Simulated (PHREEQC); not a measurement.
0.74 g of hydrous ferric oxide (600 m²/g; 0.2 weak and 0.005 strong sites per Fe, Dzombak-Morel constants, diffuse double layer) in 1 kg of water with 0.001 mol/kgw of an inert sodium salt and 0.28 mmol/kgw H3BO3, 4.2 mmol/kgw BaCl2 and 0.0021 mmol/kgw MgCl2, at 25 °C; the pH is set by adding NaOH or the inert anion's acid. O2 is buffered at 0.21 atm. CO2 from the air is kept out. Precipitation was switched off in this run.

Base run: PHREEQC, ion-association model, wateq4f.dat. Each further column changes one thing. The table gives Ba sorbed (%).

```json
[
 {"pH": "4", "base": "0.0", "no electrostatic term (-no_edl)": "0.3", "background salt from 0.001 to 0.0001 mol/kgw": "0.0", "oxide from 0.74 to 3.7 g/kgw": "0.0"},
 {"pH": "4.75", "base": "0.0", "no electrostatic term (-no_edl)": "0.7", "background salt from 0.001 to 0.0001 mol/kgw": "0.0", "oxide from 0.74 to 3.7 g/kgw": "0.0"},
 {"pH": "5.12", "base": "0.0", "no electrostatic term (-no_edl)": "0.8", "background salt from 0.001 to 0.0001 mol/kgw": "0.0", "oxide from 0.74 to 3.7 g/kgw": "0.0"},
 {"pH": "5.88", "base": "0.1", "no electrostatic term (-no_edl)": "1.0", "background salt from 0.001 to 0.0001 mol/kgw": "0.1", "oxide from 0.74 to 3.7 g/kgw": "0.4"},
 {"pH": "6.25", "base": "0.2", "no electrostatic term (-no_edl)": "1.0", "background salt from 0.001 to 0.0001 mol/kgw": "0.2", "oxide from 0.74 to 3.7 g/kgw": "1.1"},
 {"pH": "7", "base": "0.8", "no electrostatic term (-no_edl)": "1.0", "background salt from 0.001 to 0.0001 mol/kgw": "0.8", "oxide from 0.74 to 3.7 g/kgw": "4.0"},
 {"pH": "7.75", "base": "1.1", "no electrostatic term (-no_edl)": "1.2", "background salt from 0.001 to 0.0001 mol/kgw": "1.1", "oxide from 0.74 to 3.7 g/kgw": "5.4"},
 {"pH": "8.12", "base": "1.5", "no electrostatic term (-no_edl)": "1.6", "background salt from 0.001 to 0.0001 mol/kgw": "1.5", "oxide from 0.74 to 3.7 g/kgw": "7.4"},
 {"pH": "8.88", "base": "6.8", "no electrostatic term (-no_edl)": "3.4", "background salt from 0.001 to 0.0001 mol/kgw": "6.8", "oxide from 0.74 to 3.7 g/kgw": "30.2"},
 {"pH": "9.25", "base": "11.2", "no electrostatic term (-no_edl)": "4.3", "background salt from 0.001 to 0.0001 mol/kgw": "11.2", "oxide from 0.74 to 3.7 g/kgw": "48.7"},
 {"pH": "10", "base": "17.2", "no electrostatic term (-no_edl)": "5.3", "background salt from 0.001 to 0.0001 mol/kgw": "17.2", "oxide from 0.74 to 3.7 g/kgw": "77.2"}
]
```
